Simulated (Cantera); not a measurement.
An adiabatic, constant-pressure homogeneous reactor starts with 7.84 % CH4, 19.4 % O2, 72.8 % N2, at 1450 K and 0.470 bar.

Detailed kinetics in Cantera: GRI-Mech 3.0 (53 species, 325 reactions).

Problem. Predict: time of steepest temperature rise; temperature at 0.200 s; equilibrium temperature; x(O2) at 0.200 s; x(H2) at 0.200 s; x(HO2) at 0.200 s; x(O) at 0.200 s.

Solution. time of steepest temperature rise: 3.21 ms
temperature at 0.200 s: 2599 K
equilibrium temperature: 2599 K
x(O2) at 0.200 s: 0.0400 (gas-phase equilibrium 0.0400)
x(H2) at 0.200 s: 0.00911 (gas-phase equilibrium 0.00911)
x(HO2) at 0.200 s: 5.01e-6 (gas-phase equilibrium 5.01e-6)
x(O) at 0.200 s: 0.00679 (gas-phase equilibrium 0.00679)
